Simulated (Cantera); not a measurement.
Mixture: CH4 : O2 : N2 = 1 : 3.7 : 12.6 (molar parts), equivalence ratio 0.54, at 5.53 atm, adiabatic and at constant volume. Ignition delay is the time to a rise of 400 K.

Computed with Cantera and GRI-Mech 3.0 (53 species, 325 reactions).

### Question
Predict: delay at 1300 K; delay at 1450 K; delay at 1600 K; delay at 1750 K; delay at 1900 K; apparent activation energy between 1750 and 1900 K.

### Answer
```json
{
 "delay at 1300 K": "1.72 ms",
 "delay at 1450 K": "0.342 ms",
 "delay at 1600 K": "88.7 µs",
 "delay at 1750 K": "29.3 µs",
 "delay at 1900 K": "11.9 µs",
 "apparent activation energy between 1750 and 1900 K": "170 kJ/mol"
}
```
